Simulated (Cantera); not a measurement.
Input (Python, Cantera):

```python
import numpy as np
import cantera as ct

gas = ct.Solution("gri30.yaml")
gas.TPX = 1100, 52000, {'N2O': 1, 'O2': 0.61}
inlet = ct.Reservoir(gas, clone=True)

reactor = ct.IdealGasConstPressureReactor(gas, energy="off", clone=False)
exhaust = ct.Reservoir(gas, clone=True)
tau = [2.9, 1.3, 0.53, 0.23, 0.097, 0.041, 0.018, 0.0075][0]
for a, b in ((inlet, reactor), (reactor, exhaust)):
    ct.MassFlowController(a, b, mdot=lambda t: reactor.mass / tau)
net = ct.ReactorNet([reactor])
show = ['N2O', 'O2', 'NO2', 'N2', 'NO', 'O']

rows = []
print(f"{'tau/s':>10s}{'T/K':>9s}" + "".join(f"{s:>11s}" for s in show))
for tau in [2.9, 1.3, 0.53, 0.23, 0.097, 0.041, 0.018, 0.0075]:
    net.initial_time = 0.0
    net.advance(30 * tau)
    before = gas.X
    net.advance(40 * tau)
    drift = np.max(np.abs(gas.X - before) / (gas.X + 1e-9))
    rows.append([gas.T, *gas[show].X, drift])
    print(f"{tau:10.3e}{gas.T:9.1f}" + "".join(f"{x:11.3e}" for x in gas[show].X))
```

It prints:

```
     tau/s      T/K        N2O         O2        NO2         N2         NO          O
 2.900e+00   1100.0  5.422e-01  3.956e-01  2.798e-05  5.822e-02  3.997e-03  3.086e-07
 1.300e+00   1100.0  5.827e-01  3.870e-01  1.311e-05  2.835e-02  1.970e-03  3.156e-07
 5.300e-01   1100.0  6.048e-01  3.823e-01  4.974e-06  1.206e-02  8.436e-04  3.192e-07
 2.300e-01   1100.0  6.139e-01  3.804e-01  1.763e-06  5.324e-03  3.737e-04  3.206e-07
 9.700e-02   1100.0  6.180e-01  3.795e-01  5.062e-07  2.262e-03  1.592e-04  3.211e-07
 4.100e-02   1100.0  6.198e-01  3.792e-01  1.214e-07  9.591e-04  6.758e-05  3.212e-07
 1.800e-02   1100.0  6.205e-01  3.790e-01  2.718e-08  4.215e-04  2.971e-05  3.210e-07
 7.500e-03   1100.0  6.209e-01  3.789e-01  5.076e-09  1.755e-04  1.237e-05  3.204e-07
```

Model: GRI-Mech 3.0 (53 species, 325 reactions), integrated in Cantera. GRI-Mech 3.0 was tuned for natural gas; its chemistry of N2O as a main component is partial and can be far from experiment. The mechanism lacks the step 2 NO + O2 → 2 NO2, which can matter for NO2 below about 1400 K. The temperature is held fixed by assumption; the heat of reaction is taken as removed at once.
